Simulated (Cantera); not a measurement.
**Reactions in the system H-N-O-V**

Cantera with NASA thermochemical tables; ideal gases at 1 bar, condensed phases pure. Values are per mole of reaction as written; species without (g) are pure solids or liquids, kept so even where they would boil at 1 bar. VN: taken at fixed stoichiometry.

2 H(g) + V2O5 ⇌ H2O2(g) + V2O3

```tsv
T (K)	ΔH° (kJ)	ΔS° (J/K)	ΔG° (kJ)	log10 K	condensed phases
300	-240.5	-27.5	-232.3	40.44	V2O5(s), V2O3(s)
925	-258.1	-59.1	-203.4	11.49	V2O5(s), V2O3(s)
975	-324.2	-129.2	-198.2	10.62	V2O5(l), V2O3(s)
1025	-325.8	-130.8	-191.7	9.77	V2O5(l), V2O3(s)
1075	-327.3	-132.2	-185.2	9.00	V2O5(l), V2O3(s)
1125	-328.7	-133.5	-178.5	8.29	V2O5(l), V2O3(s)
```

VN + 2 OH(g) ⇌ N(g) + H2(g) + VO2(g)

| T (K) | ΔH° (kJ) | ΔS° (J/K) | ΔG° (kJ) | log10 K |
|---|---|---|---|---|
| 300 | 378.5 | 144.5 | 335.2 | -58.35 |
| 925 | 375.1 | 138.7 | 246.9 | -13.94 |
| 975 | 374.8 | 138.3 | 239.9 | -12.85 |
| 1025 | 374.3 | 137.9 | 233.0 | -11.88 |
| 1075 | 373.9 | 137.4 | 226.1 | -10.99 |
| 1125 | 373.4 | 137.0 | 219.3 | -10.18 |
